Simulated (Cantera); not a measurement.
# Ignition delay

Mixture: C₃H₈ : O₂ : N₂ : CO₂ = 1 : 10 : 37.6 : 5.4 (molar parts), equivalence ratio 0.50, at 500000 Pa, adiabatic and at constant volume. Ignition delay is the time to a rise of 400 K.

Detailed kinetics in Cantera: GRI-Mech 3.0 (53 species, 325 reactions). GRI-Mech 3.0 was tuned for natural gas; its chemistry of propane as a main component is partial and can be far from experiment.

```json
[
 {"T0 (K)": "1050", "delay (ms)": "48.2"},
 {"T0 (K)": "1125", "delay (ms)": "10.8"},
 {"T0 (K)": "1200", "delay (ms)": "2.52"},
 {"T0 (K)": "1275", "delay (ms)": "0.649"},
 {"T0 (K)": "1350", "delay (ms)": "0.194"},
 {"T0 (K)": "1425", "delay (ms)": "0.0693"},
 {"T0 (K)": "1500", "delay (ms)": "0.0294"}
]
```

```json
{
  "apparent activation energy between 1350 and 1500 K": "210 kJ/mol"
}
```
